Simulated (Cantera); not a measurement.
A diamond (100) surface in a fixed gas of H2 with x(CH4) = 0.0077, x(CH3) = 1.4e-05, at 1323 K, 36.0 Torr; coverages are run to steady state.

Computed with Cantera and the Harris–Goodwin 1993 mechanism for the reconstructed diamond (100) surface.

One state of this run: growth (µm/h) = 0.00912; θ c6HH = 0.570; θ c6H* = 0.0373; θ c6*H = 0.384; θ c6** = 0.00896. θ: site fractions in the mechanism's names (c6HH fully hydrogenated, c6H* and c6*H radical sites, c6** diradical, c6HM methylated).

Question: Which value of x(H) does it belong to?
A. 0.0031
B. 0.0001
C. 0.0002
D. 0.0061

Answer: C, 0.0002
